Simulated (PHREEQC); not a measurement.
0.95 g of hydrous ferric oxide (600 m²/g; 0.2 weak and 0.005 strong sites per Fe, Dzombak-Morel constants, diffuse double layer) in 1 kg of water with 0.001 mol/kgw of an inert sodium salt and 1.6e-05 mol MnCl2, at 25 °C; the pH is set by adding NaOH or the inert anion's acid. The system is closed to oxygen. CO2 from the air is kept out. Precipitation was switched off in this run.

The numbers come from PHREEQC with the ion-association model, wateq4f.dat.

### Question
Predict Mn sorbed (%), surface charge σ (C/m²), surface potential ψ (mV) at pH = 3, 5.5, 6, 7.5, 8.5.

### Answer
```tsv
pH	Mn sorbed (%)	surface charge σ (C/m²)	surface potential ψ (mV)
3	0.0	0.269	228
5.5	1.6	0.033	145
6	11.9	0.020	119
7.5	98.8	0.003	36
8.5	100.0	-0.002	-22
```

The oxide is taken as insoluble; below pH 4 it would dissolve.
